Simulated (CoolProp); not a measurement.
Properties of normal hydrogen along the isobar 1390 kPa.

Computed with CoolProp (reference Helmholtz-energy equation of state, Leachman 2009).

| T (°C) | phase | density (kg/m³) | cp (kJ/(kg K)) | expansivity (1/kK) | viscosity (µPa s) | conductivity (mW/(m K)) |
|---|---|---|---|---|---|---|
| -252.15 | liquid | 71.81 | 9.541 | 14.96 | 14.1 | 106 |
| -221.35 | supercritical | 7.229 | 12.76 | 26.60 | 2.68 | 46.1 |
| -190.65 | supercritical | 4.145 | 11.43 | 13.18 | 3.68 | 62.0 |
| -159.85 | supercritical | 2.966 | 11.92 | 9.102 | 4.58 | 80.2 |
| -129.15 | supercritical | 2.322 | 12.64 | 7.026 | 5.40 | 99.9 |
| -98.35 | supercritical | 1.910 | 13.25 | 5.739 | 6.17 | 120 |
| -67.55 | supercritical | 1.624 | 13.70 | 4.859 | 6.90 | 138 |
| -36.85 | supercritical | 1.413 | 14.00 | 4.219 | 7.59 | 156 |
| -6.05 | supercritical | 1.251 | 14.21 | 3.728 | 8.26 | 172 |

Viscosity comes from a separate model (Muzny 2013). Thermal conductivity comes from a separate model (Assael 2011).
